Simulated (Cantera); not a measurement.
A perfectly stirred reactor is fed with CH4 : O2 : N2 = 1 : 2.08 : 7.83 (molar parts), at 3.50 bar; it is adiabatic with a 525 K inlet, and is followed from long to short residence time, starting on the burning branch (τ in s: 0.12, 0.043, 0.016, 0.0059, 0.0022, 0.00082, 0.0003, 0.00011, 4.2e-05, 1.6e-05).

Model: GRI-Mech 3.0 (53 species, 325 reactions), integrated in Cantera.

Predict: blow-out, bracketed by the residence times tried; x(CH4) at τ = 0.120 s; x(O2) at τ = 0.120 s; x(CH2) at τ = 0.120 s; x(HCN) at τ = 0.120 s; x(H2O) at τ = 0.120 s; x(CH4) at τ = 0.820 ms; x(O2) at τ = 0.820 ms; x(CH2) at τ = 0.820 ms; x(HCN) at τ = 0.820 ms; x(H2O) at τ = 0.820 ms.


```json
{
  "blow_out_bracketed_by_the_residence_times_tried": "burning at 42.0 µs, out at 16.0 µs",
  "x(CH4) at τ = 0.120 s": "8.50e-7",
  "x(O2) at τ = 0.120 s": "0.00976",
  "x(CH2) at τ = 0.120 s": "3.58e-8",
  "x(HCN) at τ = 0.120 s": "1.64e-7",
  "x(H2O) at τ = 0.120 s": "0.177",
  "x(CH4) at τ = 0.820 ms": "6.05e-5",
  "x(O2) at τ = 0.820 ms": "0.0159",
  "x(CH2) at τ = 0.820 ms": "2.61e-6",
  "x(HCN) at τ = 0.820 ms": "1.44e-6",
  "x(H2O) at τ = 0.820 ms": "0.171"
}
```
